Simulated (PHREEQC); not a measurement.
**Nickel, zinc or cadmium bath: an equilibrium model**

Make-up at 89 °C: 0.0057 mol ZnCl2 and 0.33 mol NaOH per kg of water. Closed to the air; pH follows from the charge balance.

The numbers come from PHREEQC with the ion-association model, wateq4f.dat.

Precipitation was switched off in this run.

Question: Predict the pH.

Answer: pH 11.75.

Question: In which forms is Zn present?

Answer: Zn(OH)3- 61 %, Zn(OH)2 23 %, Zn(OH)4-2 16 % of the Zn.

Saturation is exceeded, for instance for Zincite(c) (slow to form); the values hold only as long as no solid forms. Species that the database lacks are ignored. Away from 25 °C the constants follow the database's enthalpies or fits; those with neither stay at their 25 °C values.
